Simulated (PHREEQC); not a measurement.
2.1 g of hydrous ferric oxide (600 m²/g; 0.2 weak and 0.005 strong sites per Fe, Dzombak-Morel constants, diffuse double layer) in 1 kg of water with 0.005 mol/kgw of an inert sodium salt and 0.021 mmol/kgw Ag2SO4, at 25 °C; the pH is set by adding NaOH or the inert anion's acid. O2 is buffered at 0.21 atm. The system is closed to CO2. Nothing may precipitate in this run.

The series has 13 steps of pH, from 3 to 9.

Model: ion-association model, wateq4f.dat, run in PHREEQC.

Q: Near which pH is half of the S sorbed, and on which side is more sorbed?

A: Near pH 7.2, with more sorbed at lower pH.

Q: Near which pH is half of the Ag sorbed, and on which side is more sorbed?

A: Near pH 5.9, with more sorbed at higher pH.

The oxide is taken as insoluble; below pH 4 it would dissolve.
